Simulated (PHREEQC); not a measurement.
H3PO4 is added in steps, without added water, to 1 kg of water holding 110 mmol/kgw NH4Cl, 0.062 mmol/kgw Na2HPO4 and 69 mmol/kgw NaCl, at 30 °C. Oxygen is held at 0.21 atm. The system is closed to CO2. Solids allowed: Halite. Others were left out.

Base run: PHREEQC, ion-association model, wateq4f.dat. Each further column changes one thing. The table gives H3PO4 (mol/kgw).

```csv
H3PO4 added (mol),base,all activity coefficients set to 1,Debye-Hückel limiting law,metal-ligand complexes left out,Davies equation for every ion
0,7.28e-9,9.76e-9,5.79e-9,7.28e-9,(withheld)
0.0001406,1.42e-6,2.32e-6,8.85e-7,1.42e-6,(withheld)
0.0002344,4.43e-6,7.18e-6,2.75e-6,4.43e-6,(withheld)
0.000375,1.16e-5,1.85e-5,7.23e-6,1.16e-5,1.08e-5
0.0005156,2.16e-5,3.42e-5,(withheld),2.16e-5,2.03e-5
0.0006094,2.99e-5,4.68e-5,1.89e-5,2.99e-5,2.81e-5
0.00075,4.45e-5,6.89e-5,2.84e-5,4.45e-5,4.18e-5
0.0008906,6.15e-5,9.44e-5,3.95e-5,6.15e-5,5.80e-5
0.0009844,7.42e-5,0.000113,4.79e-5,7.42e-5,7.00e-5
0.001125,9.51e-5,0.000144,6.17e-5,9.51e-5,8.98e-5
0.001266,0.000118,0.000177,7.72e-5,0.000118,0.000112
0.001359,0.000135,0.000201,(withheld),0.000135,0.000127
0.0015,0.000161,0.000238,0.000106,0.000161,(withheld)
```

Question: Complete the blanks.

Answer: 
- 0, Davies equation for every ion: 7.25e-9
- 0.0001406, Davies equation for every ion: 1.33e-6
- 0.0002344, Davies equation for every ion: 4.15e-6
- 0.0005156, Debye-Hückel limiting law: 1.36e-5
- 0.001359, Debye-Hückel limiting law: 8.83e-5
- 0.0015, Davies equation for every ion: 0.000152

H3PO4, which wateq4f.dat lacks, is added to it with the constant of phreeqc.dat.
